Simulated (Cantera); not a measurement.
Mixture: 17.3 % CO, 0.863 % H2, 10.8 % O2, 71.1 % N2, equivalence ratio 0.84, at 13500 Torr, adiabatic and at constant volume. Ignition delay is the time to a rise of 400 K.

Model: GRI-Mech 3.0 (53 species, 325 reactions), integrated in Cantera. The hydrogen kinetics of GRI-Mech 3.0 are dated; newer H2 mechanisms differ, most at raised pressure. The pressure lies above the range GRI-Mech 3.0 was tuned for (to about 10 atm). Where the delays flatten at high temperature, the 400 K rule measures the pace of heat release, not the induction time.

Task: Predict: delay at 1200 K; delay at 1300 K; delay at 1400 K; delay at 1500 K; delay at 1600 K; delay at 1700 K.

Result: 
- delay at 1200 K = 0.125 ms
- delay at 1300 K = 30.9 µs
- delay at 1400 K = 12.5 µs
- delay at 1500 K = 7.43 µs
- delay at 1600 K = 5.35 µs
- delay at 1700 K = 4.30 µs
